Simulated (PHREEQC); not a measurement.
0.1 g of hydrous ferric oxide (600 m²/g; 0.2 weak and 0.005 strong sites per Fe, Dzombak-Morel constants, diffuse double layer) in 1 kg of water with 0.05 mol/kgw of an inert sodium salt and 0.00028 mol CuSO4 and 3e-05 mol NiCl2, at 25 °C; the pH is set by adding NaOH or the inert anion's acid. Oxygen alone is held at its pressure in air (log pO2 = -0.68). CO2 from the air is kept out. No solid was allowed to form.

The numbers come from PHREEQC with the ion-association model, wateq4f.dat.

### Question
Predict S sorbed (%) at pH = 5.33, 6, 6.67.

### Answer
```tsv
pH	S sorbed (%)
5.33	21.4
6	17.8
6.67	16.3
```

Along this series the solution becomes supersaturated in solids that the run did not let form, among them Cu(OH)2, Brochantite, Antlerite, Atacamite, Ni(OH)2. Species that the database lacks are ignored. The database's constant for dissolved Cu(OH)2 is higher than later reviews accept.
